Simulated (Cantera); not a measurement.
Charge: 1 mol TiO₂, 1.6 mol CH₄, a varied amount of CO, equilibrated at 1250 K and 1.00 bar.

These are equilibrium values from Cantera (NASA tables, ideal gas, pure condensed phases), not measurements of a reactor. Candidate condensed phases: C, C₆H₆, C₇H₈, C₈H₁₈, H₂O, Ti, TiC, TiO, TiO₂, Ti₂O₃, Ti₃O₅, Ti₄O₇; 113 gas species. Mutual solubility and eutectic melting of coexisting phases are not modelled. Condensed phases not in the tables: Magnéli phases beyond Ti₄O₇. Kinetics and transport are ignored.

x: gas mole fraction; n: condensed amount in mol.

```json
[
 {"n(CO) (mol)": "0.023", "x H₂": "0.912", "x CO": "0.0782", "x CH₄": "0.00913", "x H₂O": "?", "x CO₂": "5.89e-5", "x C₂H₄": "1.20e-6", "x H": "4.62e-7", "n C(graphite)": "1.32", "n Ti₄O₇(s)": "0.250", "n TiO₂(rutile)": "0"},
 {"n(CO) (mol)": "0.049", "x H₂": "0.905", "x CO": "0.0850", "x CH₄": "0.00900", "x H₂O": "0.00116", "x CO₂": "6.96e-5", "x C₂H₄": "1.19e-6", "x H": "4.60e-7", "n C(graphite)": "1.32", "n Ti₄O₇(s)": "0.250", "n TiO₂(rutile)": "0"},
 {"n(CO) (mol)": "0.1", "x H₂": "0.892", "x CO": "0.0981", "x CH₄": "0.00874", "x H₂O": "?", "x CO₂": "9.26e-5", "x C₂H₄": "1.15e-6", "x H": "4.56e-7", "n C(graphite)": "1.32", "n Ti₄O₇(s)": "0.250", "n TiO₂(rutile)": "0"},
 {"n(CO) (mol)": "0.22", "x H₂": "0.869", "x CO": "0.121", "x CH₄": "0.00831", "x H₂O": "0.00158", "x CO₂": "0.000140", "x C₂H₄": "1.09e-6", "x H": "4.51e-7", "n C(graphite)": "1.35", "n Ti₄O₇(s)": "0.222", "n TiO₂(rutile)": "0.111"},
 {"n(CO) (mol)": "0.47", "x H₂": "0.863", "x CO": "0.127", "x CH₄": "0.00818", "x H₂O": "0.00165", "x CO₂": "0.000156", "x C₂H₄": "1.08e-6", "x H": "4.49e-7", "n C(graphite)": "1.58", "n Ti₄O₇(s)": "0", "n TiO₂(rutile)": "1.00"},
 {"n(CO) (mol)": "1", "x H₂": "0.754", "x CO": "0.237", "x CH₄": "0.00625", "x H₂O": "?", "x CO₂": "0.000539", "x C₂H₄": "8.23e-7", "x H": "4.20e-7", "n C(graphite)": "1.59", "n Ti₄O₇(s)": "0", "n TiO₂(rutile)": "1.00"},
 {"n(CO) (mol)": "2.1", "x H₂": "0.598", "x CO": "0.393", "x CH₄": "0.00393", "x H₂O": "?", "x CO₂": "0.00149", "x C₂H₄": "5.18e-7", "x H": "3.74e-7", "n C(graphite)": "1.61", "n Ti₄O₇(s)": "0", "n TiO₂(rutile)": "1.00"}
]
```

Question: Some entries are withheld; supply them.

Answer: 
- 0.023, x H₂O: 0.00107
- 0.1, x H₂O: 0.00132
- 1, x H₂O: 0.00269
- 2.1, x H₂O: 0.00354
